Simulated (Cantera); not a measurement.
An isothermal, constant-pressure homogeneous reactor starts with NO : N2 = 1 : 0.44 (molar parts), at 2075 K and 69.0 Torr.

Cantera simulation using GRI-Mech 3.0 (53 species, 325 reactions); the numbers are that mechanism's predictions, not measurements.

x: mole fraction; the columns are a selection and need not sum to one.

```tsv
t (s)	x NO	x O	x N2	x NO2	x N2O
0.000200	0.694	1.74e-5	0.306	6.55e-7	1.68e-5
0.000537	0.694	4.72e-5	0.306	3.71e-6	4.24e-5
0.00144	0.694	0.000133	0.306	1.61e-5	9.68e-5
0.00386	0.694	?	0.306	?	?
0.0104	0.692	0.000526	0.307	6.57e-5	0.000203
0.0278	0.686	0.000574	0.309	7.34e-5	0.000199
0.0746	0.671	0.000665	0.317	8.90e-5	0.000186
0.200	0.629	0.000868	0.338	0.000120	0.000155
0.537	0.514	0.00126	0.395	0.000155	9.49e-5
1.44	?	?	?	?	?
3.86	0.0611	0.00218	0.621	3.46e-5	1.24e-6
10.4	0.0141	0.00225	0.645	8.28e-6	1.90e-7
27.8	0.0108	0.00225	0.647	6.38e-6	1.66e-7
74.6	0.0108	0.00225	0.647	6.37e-6	1.66e-7
200	0.0108	0.00225	0.647	6.37e-6	1.66e-7
```

Problem. Fill in the missing entries.

Solution. 
- 0.00386, x O: 0.000343
- 0.00386, x NO2: 4.50e-5
- 0.00386, x N2O: 0.000172
- 1.44, x NO: 0.274
- 1.44, x O: 0.00181
- 1.44, x N2: 0.515
- 1.44, x NO2: 0.000126
- 1.44, x N2O: 2.41e-5
